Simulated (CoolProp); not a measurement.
C2F6 (R116) at several states: Z from the reference equation and from simpler models built on Tc = 293.0 K, pc = 3.048 MPa, ω = 0.257; each cubic takes its own stable root.

Model: reference Helmholtz-energy equation of state, Lemmon 2006, in CoolProp. It is a short technical equation, of lower accuracy than the large ones.

| T (K) | p (MPa) | phase | reference | Redlich-Kwong | Peng-Robinson |
|---|---|---|---|---|---|
| 359.6 | 0.0392 | gas | 0.9979 | 0.9976 | 0.9975 |
| 218.3 | 1.35 | liquid | 0.06827 | 0.07492 | 0.06341 |
| 332.6 | 17.4 | supercritical | 0.7786 | 0.7869 | 0.7366 |
| 244.4 | 1.02 | liquid | 0.05111 | 0.05828 | 0.04866 |
| 387.2 | 0.0532 | gas | 0.9979 | 0.9974 | 0.9974 |
